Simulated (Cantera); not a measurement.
A closed system holds: 1 mol Fe₂O₃, 0.64 mol H₂S, 4.1 mol CO₂, held at 17.0 bar.

Equilibrium computed with Cantera from the NASA thermochemical tables; the gas is ideal and each condensed phase is pure. Candidate condensed phases: C, C₆H₆, C₇H₈, C₈H₁₈, Fe, Fe(CO)₅, FeO, Fe(OH)₂, Fe(OH)₃, FeS, FeSO₄, FeS₂, Fe₂O₃, Fe₂(SO₄)₃, Fe₃O₄, H₂O, H₂SO₄, S; 127 gas species. Metal and sulfide melt together well below either melting point, which pure phases cannot show. Mutual solubility and eutectic melting of coexisting phases are not modelled. The tables' stoichiometric FeO is somewhat more stable than real wüstite, so its field is too wide. FeO, FeS: taken at fixed stoichiometry. Gases not in the tables: S₃ to S₇. Equilibrium is a limit: real reactors are often held back by kinetics, nucleation or transport.

Problem. Which condensed phases are stable at each of these points (T (°C)): 725, 775, 825, 875, 925, 975, 1025, 1075, 1125, 1175, 1225, 1275?

Solution. 
| T (°C) | condensed phases | Fe condensed (%) |
|---|---|---|
| 725 | FeS(s) + Fe₃O₄(s) | 100.0 |
| 775 | FeS(s) + Fe₃O₄(s) | 100.0 |
| 825 | FeS(s) + Fe₃O₄(s) | 100.0 |
| 875 | FeS(s) + Fe₃O₄(s) | 100.0 |
| 925 | FeS(s) + Fe₃O₄(s) | 100.0 |
| 975 | FeS(s) + Fe₃O₄(s) | 100.0 |
| 1025 | FeS(s) + Fe₃O₄(s) | 100.0 |
| 1075 | FeS(s) + Fe₃O₄(s) | 100.0 |
| 1125 | FeS(s) + Fe₃O₄(s) | 100.0 |
| 1175 | FeO(s) + FeS(s) + Fe₃O₄(s) | 100.0 |
| 1225 | FeO(s) + FeS(l) | 100.0 |
| 1275 | FeO(s) + FeS(l) | 100.0 |

From 725 °C to 1125 °C the condensed part is FeS(s) + Fe₃O₄(s). At 1175 °C the condensed part is FeO(s) + FeS(s) + Fe₃O₄(s). From 1225 °C to 1275 °C the condensed part is FeO(s) + FeS(l).
